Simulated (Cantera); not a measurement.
Input: 1 mol Si, 1.1 mol Cl2, 52 mol N2, equilibrated at 925 K and 0.300 Torr.

These are equilibrium values from Cantera (NASA tables, ideal gas, pure condensed phases), not measurements of a reactor. Candidate condensed phases: Si, Si3N4; 13 gas species. N2 is the only nitrogen source here; it is nearly inert below about 1500 K, so the nitride shown seldom forms there in practice. The tables' values for SiCl3 are old estimates; treat these amounts as uncertain. Rates play no part.

**Question.** What is the equilibrium state?

**Answer.** 
```
Quantity                             Result
--------------------------------  ---------
x(N2)                                 0.989
x(SiCl4)                             0.0105
x(SiCl3)                            1.53e-5
n(Si3N4(s))                       0.150 mol
gas amount                        52.25 mol
log10 activity of Si(s) (absent)      -5.98
```
